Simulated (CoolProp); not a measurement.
CHF3 (R23) along the isobar 4940 kPa: fugacity coefficient from the reference equation and from simpler models built on Tc = 299.3 K, pc = 4832 kPa, ω = 0.263; each cubic takes its own stable root.

Model: reference Helmholtz-energy equation of state, Penoncello 2003, in CoolProp.

```json
[
 {"T (K)": "294.3", "phase": "liquid", "reference": "0.5917", "van der Waals": "0.6595", "Redlich-Kwong": "0.6214"},
 {"T (K)": "312.4", "phase": "supercritical", "reference": "0.6971", "van der Waals": "0.7256", "Redlich-Kwong": "0.7055"},
 {"T (K)": "330.5", "phase": "supercritical", "reference": "0.7537", "van der Waals": "0.7649", "Redlich-Kwong": "0.7535"},
 {"T (K)": "348.6", "phase": "supercritical", "reference": "0.7966", "van der Waals": "0.7961", "Redlich-Kwong": "0.7910"},
 {"T (K)": "366.7", "phase": "supercritical", "reference": "0.8306", "van der Waals": "0.8217", "Redlich-Kwong": "0.8213"},
 {"T (K)": "384.9", "phase": "supercritical", "reference": "0.8584", "van der Waals": "0.8433", "Redlich-Kwong": "0.8464"},
 {"T (K)": "403", "phase": "supercritical", "reference": "0.8813", "van der Waals": "0.8616", "Redlich-Kwong": "0.8673"},
 {"T (K)": "421.1", "phase": "supercritical", "reference": "0.9003", "van der Waals": "0.8773", "Redlich-Kwong": "0.8850"},
 {"T (K)": "439.2", "phase": "supercritical", "reference": "0.9163", "van der Waals": "0.8909", "Redlich-Kwong": "0.9000"}
]
```
